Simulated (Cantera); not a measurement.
B₂O₃ + H₂O (boron, boron nitride and boron oxide)

A closed system holds: 1 mol B₂O₃, a varied amount of H₂O, held at 1800 K and 0.0825 Torr.

Method: chemical equilibrium by Gibbs-energy minimisation in Cantera with the NASA 1993 tables (ideal gas, pure condensed phases). Candidate condensed phases: B, B₂O₃, B₃O₃H₃, H₂O; 23 gas species. Rates play no part.

```json
[
 {"n(H₂O) (mol)": "0.11", "x B₂O₃": "0.793", "x HBO₂": "0.184", "x H₂O": "0.00313", "x BO₂": "0.0108", "x H₂": "0.00219", "x BO": "0.00428", "x H": "0.00160", "x OH": "0.000151"},
 {"n(H₂O) (mol)": "0.15", "x B₂O₃": "0.735", "x HBO₂": "0.239", "x H₂O": "0.00570", "x BO₂": "0.0118", "x H₂": "0.00307", "x BO": "0.00362", "x H": "0.00189", "x OH": "0.000232"},
 {"n(H₂O) (mol)": "0.19", "x B₂O₃": "0.680", "x HBO₂": "0.288", "x H₂O": "0.00897", "x BO₂": "0.0127", "x H₂": "0.00387", "x BO": "0.00312", "x H": "0.00212", "x OH": "0.000325"},
 {"n(H₂O) (mol)": "0.23", "x B₂O₃": "0.631", "x HBO₂": "0.332", "x H₂O": "0.0129", "x BO₂": "0.0134", "x H₂": "0.00460", "x BO": "0.00273", "x H": "0.00232", "x OH": "0.000429"},
 {"n(H₂O) (mol)": "0.28", "x B₂O₃": "0.574", "x HBO₂": "0.381", "x H₂O": "0.0187", "x BO₂": "0.0142", "x H₂": "0.00543", "x BO": "0.00235", "x H": "0.00252", "x OH": "0.000571"},
 {"n(H₂O) (mol)": "0.32", "x B₂O₃": "0.533", "x HBO₂": "0.416", "x H₂O": "0.0239", "x BO₂": "0.0147", "x H₂": "0.00604", "x BO": "0.00211", "x H": "0.00265", "x OH": "0.000694"},
 {"n(H₂O) (mol)": "0.36", "x B₂O₃": "0.495", "x HBO₂": "0.447", "x H₂O": "0.0297", "x BO₂": "0.0150", "x H₂": "0.00662", "x BO": "0.00191", "x H": "0.00278", "x OH": "0.000823"},
 {"n(H₂O) (mol)": "0.4", "x B₂O₃": "0.460", "x HBO₂": "0.474", "x H₂O": "0.0360", "x BO₂": "0.0153", "x H₂": "0.00718", "x BO": "0.00174", "x H": "0.00289", "x OH": "0.000958"},
 {"n(H₂O) (mol)": "0.44", "x B₂O₃": "0.428", "x HBO₂": "0.499", "x H₂O": "0.0428", "x BO₂": "0.0155", "x H₂": "0.00771", "x BO": "0.00160", "x H": "0.00300", "x OH": "0.00110"},
 {"n(H₂O) (mol)": "0.49", "x B₂O₃": "0.392", "x HBO₂": "0.525", "x H₂O": "0.0518", "x BO₂": "0.0157", "x H₂": "0.00836", "x BO": "0.00145", "x H": "0.00312", "x OH": "0.00128"},
 {"n(H₂O) (mol)": "0.53", "x B₂O₃": "0.365", "x HBO₂": "0.543", "x H₂O": "0.0594", "x BO₂": "0.0158", "x H₂": "0.00886", "x BO": "0.00134", "x H": "0.00321", "x OH": "0.00142"},
 {"n(H₂O) (mol)": "0.57", "x B₂O₃": "0.341", "x HBO₂": "0.558", "x H₂O": "0.0673", "x BO₂": "0.0158", "x H₂": "0.00936", "x BO": "0.00125", "x H": "0.00330", "x OH": "0.00157"},
 {"n(H₂O) (mol)": "0.61", "x B₂O₃": "0.319", "x HBO₂": "0.572", "x H₂O": "0.0756", "x BO₂": "0.0158", "x H₂": "0.00984", "x BO": "0.00117", "x H": "0.00339", "x OH": "0.00172"}
]
```
x: gas mole fraction; nothing condenses.

From 0.11 mol H₂O to 0.61 mol H₂O nothing is condensed. The main B-bearing gas is B₂O₃ throughout.
